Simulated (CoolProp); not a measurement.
Properties of ethanol along the isobar 0.916 MPa (Tc = 514.7 K, pc = 6.268 MPa, ω = 0.644).

Model: reference Helmholtz-energy equation of state, Schroeder 2014, in CoolProp.

```
T (K)   phase  density (kg/m³)  Joule-Thomson coefficient (K/MPa)  isothermal compressibility (1/MPa)  expansivity (1/kK)  viscosity (µPa s)  Prandtl number
-----  ------  ---------------  ---------------------------------  ----------------------------------  ------------------  -----------------  --------------
338.3  liquid            750.2                            -0.2759                            0.001541               1.248                542            9.65
352.2  liquid            736.8                            -0.2442                            0.001731               1.340                439            8.33
366.1  liquid            722.7                            -0.2086                            0.001971                 ___                360            7.29
380    liquid            707.4                            -0.1678                            0.002283               1.616                298            6.45
393.9  liquid            690.8                            -0.1194                            0.002703               1.820                248            5.75
407.8  liquid            672.3                           -0.06107                                 ___               2.088                207            5.15
421.7     gas            13.87                              26.60                               1.287               4.485               12.5           0.983
435.6     gas            13.09                              22.70                               1.245               3.894               12.9             ___
449.5     gas            12.44                              19.50                               1.214                 ___               13.3           0.910
463.4     gas            11.88                              16.84                               1.192               3.142               13.8           0.888
```

Problem. Fill in the missing entries.

Solution. 
- 366.1, expansivity (1/kK): 1.460
- 407.8, isothermal compressibility (1/MPa): 0.003293
- 435.6, Prandtl number: 0.940
- 449.5, expansivity (1/kK): 3.466

Viscosity comes from a separate model (Kiselev 2005). Thermal conductivity comes from a separate model (Assael 2013).
